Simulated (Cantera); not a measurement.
Cantera with NASA thermochemical tables; ideal gases at 1 bar, condensed phases pure. Values are per mole of reaction as written; species without (g) are pure solids or liquids, kept so even where they would boil at 1 bar.

4 O₂(g) + Cr₂N ⇌ 2 CrO₃(g) + NO₂(g), with ΔH° = -426.1 kJ and ΔS° = -113.2 J/K at 300 K.

Question: How far is the shortcut ΔG° ≈ ΔH°(300 K) − T·ΔS°(300 K) from the full temperature-dependent value at 400, 600, 800, 1000, 1200, 1400, 1600, 1800 K?

Answer: 
```
T (K)  shortcut (kJ)  full (kJ)  difference (kJ)  difference in log10 K
-----  -------------  ---------  ---------------  ---------------------
400           -380.8     -380.4             -0.5                   0.06
600           -358.2     -355.1             -3.1                   0.27
800           -335.6     -328.6             -7.0                   0.45
1000          -312.9     -301.3            -11.6                   0.61
1200          -290.3     -273.2            -17.1                   0.74
1400          -267.7     -244.4            -23.3                   0.87
1600          -245.0     -214.6            -30.4                   0.99
1800          -222.4     -184.1            -38.4                   1.11
```
The shortcut ignores the heat-capacity change of the reaction.
